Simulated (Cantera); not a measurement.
A perfectly stirred reactor is fed with CH₃OH : O₂ : N₂ = 1 : 2.03 : 7.62 (molar parts), equivalence ratio 0.74, at 9.87 atm; it is adiabatic with a 725 K inlet, and is followed from long to short residence time, starting on the burning branch (τ in s: 0.27, 0.11, 0.048, 0.02, 0.0083, 0.0035, 0.0015, 0.00061, 0.00026, 0.00011, 4.5e-05, 1.9e-05).

Cantera simulation using GRI-Mech 3.0 (53 species, 325 reactions); the numbers are that mechanism's predictions, not measurements. GRI-Mech 3.0 was tuned for natural gas; its chemistry of methanol as a main component is partial and can be far from experiment.

### Question
What does this change do: inlet temperature 725 to 625 K?

### Answer
```json
[
 {"quantity": "blow-out, bracketed by the residence times tried", "before": "burning at 19.0 µs, the shortest tried", "after": "burning at 19.0 µs, the shortest tried"},
 {"quantity": "x(CH₃OH) at τ = 0.270 s", "before": "5.09e-8", "after": "7.26e-8"},
 {"quantity": "x(O₂) at τ = 0.270 s", "before": "0.0447", "after": "0.0454"},
 {"quantity": "x(CH₄) at τ = 0.270 s", "before": "3.36e-9", "after": "4.56e-9"},
 {"quantity": "x(H) at τ = 0.270 s", "before": "4.63e-5", "after": "2.53e-5"},
 {"quantity": "x(C₂H₆) at τ = 0.270 s", "before": "<1e-12", "after": "<1e-12"},
 {"quantity": "x(CH₃OH) at τ = 1.50 ms", "before": "7.20e-6", "after": "9.43e-6"},
 {"quantity": "x(O₂) at τ = 1.50 ms", "before": "0.0477", "after": "0.0478"},
 {"quantity": "x(CH₄) at τ = 1.50 ms", "before": "2.99e-7", "after": "3.05e-7"},
 {"quantity": "x(H) at τ = 1.50 ms", "before": "9.80e-5", "after": "7.50e-5"},
 {"quantity": "x(C₂H₆) at τ = 1.50 ms", "before": "2.81e-12", "after": "4.20e-12"}
]
```

### Question
What does this change do: pressure from 9.87 atm to 4.93 atm?

### Answer
```
quantity                                                                          before                                   after
------------------------------------------------  --------------------------------------  --------------------------------------
blow-out, bracketed by the residence times tried  burning at 19.0 µs, the shortest tried  burning at 19.0 µs, the shortest tried
x(CH₃OH) at τ = 0.270 s                                                          5.09e-8                                 8.49e-8
x(O₂) at τ = 0.270 s                                                              0.0447                                  0.0450
x(CH₄) at τ = 0.270 s                                                            3.36e-9                                 4.50e-9
x(H) at τ = 0.270 s                                                              4.63e-5                                 7.48e-5
x(C₂H₆) at τ = 0.270 s                                                            <1e-12                                  <1e-12
x(CH₃OH) at τ = 1.50 ms                                                          7.20e-6                                 1.03e-5
x(O₂) at τ = 1.50 ms                                                              0.0477                                  0.0482
x(CH₄) at τ = 1.50 ms                                                            2.99e-7                                 2.40e-7
x(H) at τ = 1.50 ms                                                              9.80e-5                                0.000236
x(C₂H₆) at τ = 1.50 ms                                                          2.81e-12                                1.80e-12
```

### Question
What does this change do: 0.91 parts H2O added?

### Answer
```json
[
 {"quantity": "blow-out, bracketed by the residence times tried", "before": "burning at 19.0 µs, the shortest tried", "after": "burning at 19.0 µs, the shortest tried"},
 {"quantity": "x(CH₃OH) at τ = 0.270 s", "before": "5.09e-8", "after": "7.63e-8"},
 {"quantity": "x(O₂) at τ = 0.270 s", "before": "0.0447", "after": "0.0424"},
 {"quantity": "x(CH₄) at τ = 0.270 s", "before": "3.36e-9", "after": "6.05e-9"},
 {"quantity": "x(H) at τ = 0.270 s", "before": "4.63e-5", "after": "2.00e-5"},
 {"quantity": "x(C₂H₆) at τ = 0.270 s", "before": "<1e-12", "after": "<1e-12"},
 {"quantity": "x(CH₃OH) at τ = 1.50 ms", "before": "7.20e-6", "after": "1.00e-5"},
 {"quantity": "x(O₂) at τ = 1.50 ms", "before": "0.0477", "after": "0.0442"},
 {"quantity": "x(CH₄) at τ = 1.50 ms", "before": "2.99e-7", "after": "4.07e-7"},
 {"quantity": "x(H) at τ = 1.50 ms", "before": "9.80e-5", "after": "6.28e-5"},
 {"quantity": "x(C₂H₆) at τ = 1.50 ms", "before": "2.81e-12", "after": "6.10e-12"}
]
```
